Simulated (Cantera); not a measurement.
Feed: 1 mol Si, 0.93 mol HCl, 2.2 mol H₂, equilibrated at 75.0 Torr.

Equilibrium computed with Cantera from the NASA thermochemical tables; the gas is ideal and each condensed phase is pure. Candidate condensed phases: Si; 19 gas species. Equilibrium is a limit: real reactors are often held back by kinetics, nucleation or transport.

Over these rows the condensed part is Si(s). Partial pressures as log10 of bar:

```
T (K)  1000/T (1/K)  log p SiCl₂  log p H₂  log p SiCl₄  log p SiHCl₃
-----  ------------  -----------  --------  -----------  ------------
723          1.3831        -7.39     -1.04        -2.21         -2.61
773          1.2937        -6.64     -1.04        -2.21         -2.62
823          1.2151        -5.99     -1.04        -2.21         -2.63
873          1.1455            ?     -1.04        -2.21         -2.64
923          1.0834        -4.90     -1.04        -2.22         -2.66
973          1.0277        -4.45     -1.04        -2.22         -2.67
```

Q: Fit log p(SiCl₂) = a + b·(1000/T) to the five rows, give the apparent enthalpy, and predict the row at 873 K.

A: Means: 1000/T = 1.2006, log p = -5.874. Sxy = -0.710029, Sxx = 0.0858144, so b = -8.27 and a = -5.874 − (-8.27)×1.2006 = 4.05.
Apparent enthalpy: −19.145 × (-8.27) = 158 kJ/mol. With the condensed phases at unit activity, 1/2 Si(s) + 1/2 SiCl₄(g) = SiCl₂(g) links this pressure to the main gases: over the six rows their terms move log p by -0.01 in all, so the slope is close to that reaction's ΔH°. The five rows lie within 0.01 of the line.
Prediction at 873 K: 4.05 + (-8.27)×1.1455 = -5.42. The computed value is -5.41, 0.01 from the line.
